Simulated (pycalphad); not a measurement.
Effect of Mn content in Al-Si-Mn

CALPHAD calculation (pycalphad, COST 507 light-alloy database (1999)), 1 atm. These are 1990s assessments: newer ones move some temperatures and phases. Phase fractions are per mole of atoms.

| alloy | liquidus (K) | first solid | solidus (K) | phases at 800 K |
|---|---|---|---|---|
| Al-2.164Si-4.551Mn (wt.%) | 1003 | ALMNSI_BETA | 892 | fcc 0.87, ALMNSI_ALPHA 0.13 |
| Al-2.147Si-6.015Mn (wt.%) | 1032 | ALMNSI_BETA | 911 | fcc 0.83, ALMNSI_ALPHA 0.17 |
| Al-1.967Si-22.04Mn (wt.%) | 1186 | ALMNSI_BETA | 927 | AL12MN 0.48, ALMNSI_ALPHA 0.35, AL6MN 0.17 |

Database names, with the compositions (at.%) that they take in these runs: ALMNSI_BETA: Al 70-72 Mn 23 Si 4-7; ALMNSI_ALPHA: Al 70-78 Mn 17 Si 4-13; AL6MN: Al 86 Mn 14; AL12MN: Al 92 Mn 8.
